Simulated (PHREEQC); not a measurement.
Solution (25 °C): 2.9 mmol/kgw MgCl2, 1.4 mmol/kgw Na2HPO4 and 0.015 mmol/kgw H4SiO4. Closed to the air; pH follows from the charge balance.

The numbers come from PHREEQC with the ion-association model, wateq4f.dat.

Each row changes one thing in this solution. This is a speciation only: nothing precipitates in the calculation.

```json
[
 {"case": "as made", "pH": "7.90", "Mg+2 (mol/kgw)": "0.00228", "MgOH+ (mol/kgw)": "4.83e-7", "H3SiO4- (mol/kgw)": "1.92e-7", "SI of Quartz (SiO2)": "-0.85"},
 {"case": "Na2HPO4 left out", "pH": "6.85", "Mg+2 (mol/kgw)": "0.00290", "MgOH+ (mol/kgw)": "5.67e-8", "H3SiO4- (mol/kgw)": "1.74e-8", "SI of Quartz (SiO2)": "-0.84"},
 {"case": "0.00014 mol/kgw NaBr added", "pH": "7.90", "Mg+2 (mol/kgw)": "0.00228", "MgOH+ (mol/kgw)": "4.83e-7", "H3SiO4- (mol/kgw)": "1.92e-7", "SI of Quartz (SiO2)": "-0.85"},
 {"case": "0.0029 mol/kgw NaCl added", "pH": "7.90", "Mg+2 (mol/kgw)": "0.00231", "MgOH+ (mol/kgw)": "4.80e-7", "H3SiO4- (mol/kgw)": "1.97e-7", "SI of Quartz (SiO2)": "-0.85"},
 {"case": "Na2HPO4 from 0.0014 to 0.00028 mol/kgw", "pH": "7.84", "Mg+2 (mol/kgw)": "0.00276", "MgOH+ (mol/kgw)": "5.24e-7", "H3SiO4- (mol/kgw)": "1.68e-7", "SI of Quartz (SiO2)": "-0.85"},
 {"case": "5.1e-05 mol/kgw HCl added", "pH": "7.79", "Mg+2 (mol/kgw)": "0.00230", "MgOH+ (mol/kgw)": "3.83e-7", "H3SiO4- (mol/kgw)": "1.51e-7", "SI of Quartz (SiO2)": "-0.85"}
]
```

H3PO4, which wateq4f.dat lacks, is added to it with the constant of phreeqc.dat.
